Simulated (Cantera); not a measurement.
A freely propagating, adiabatic, planar premixed flame of 10.4 % CH4, 14.9 % O2, 74.6 % N2, equivalence ratio 1.4, unburnt at 350 K and 4.10 bar; multicomponent transport, grid criteria slope 0.08 and curve 0.16, no radiation.

Detailed kinetics in Cantera: GRI-Mech 3.0 (53 species, 325 reactions). Burning velocities carry a grid error of a few per cent, more on coarse grids.

x: mole fraction of selected species; z is measured from the peak of heat release.

```
z (mm)  T (K)  u (m/s)    x CH4      x O2       x H      x O    x C2H    x NO2
------  -----  -------  -------  --------  --------  -------  -------  -------
-2.49     351   0.0452    0.104     0.149     <1e-8    <1e-8    <1e-8    <1e-8
-1.66     359   0.0464    0.103     0.148     <1e-8    <1e-8    <1e-8    <1e-8
-1.24     390   0.0506    0.101     0.145     <1e-8    <1e-8    <1e-8    <1e-8
-0.830    524   0.0686   0.0926     0.135     <1e-8    <1e-8    <1e-8  1.60e-8
-0.415      …    0.127        …         …         …        …    <1e-8        …
-0.207   1293    0.173   0.0379    0.0583   7.90e-6  1.04e-6    <1e-8  2.16e-8
0        1604    0.216   0.0149    0.0219   7.18e-5  5.64e-6  1.51e-8    <1e-8
0.207    1740    0.235  0.00674   0.00602  0.000113  2.81e-6  5.42e-8    <1e-8
0.415    1778    0.240  0.00494   0.00204   8.29e-5  7.38e-7  4.53e-8    <1e-8
0.830    1793    0.242  0.00402  0.000435   4.78e-5  9.71e-8  2.59e-8    <1e-8
1.66     1795    0.242  0.00331   4.45e-5   3.61e-5  1.09e-8  1.80e-8    <1e-8
3.32     1792    0.242  0.00259   1.90e-6   3.51e-5    <1e-8  1.46e-8    <1e-8
6.64     1788    0.242  0.00189     <1e-8   3.50e-5    <1e-8  1.03e-8    <1e-8
```

Problem. Fill in the missing entries.

Solution. 
- -0.415, T (K): 953
- -0.415, x CH4: 0.0633
- -0.415, x O2: 0.0951
- -0.415, x H: 1.21e-7
- -0.415, x O: 1.23e-8
- -0.415, x NO2: 5.90e-8
